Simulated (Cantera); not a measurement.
# Si + HCl + H₂ (chlorosilane synthesis and conversion)

A closed system holds: 1 mol Si, 3.1 mol HCl, 0.28 mol H₂, held at 550 K and 1.00 bar.

Equilibrium computed with Cantera from the NASA thermochemical tables; the gas is ideal and each condensed phase is pure. Candidate condensed phases: Si; 19 gas species. The numbers say what is thermodynamically allowed, not how fast it happens.

- x(H₂): 0.666
- x(SiCl₄): 0.224
- x(SiHCl₃): 0.107
- x(SiH₂Cl₂): 0.00216
- x(HCl): 1.06e-5
- x(SiH₃Cl): 8.00e-6
- n(Si(s)): 0.154 mol
- gas amount: 2.534 mol
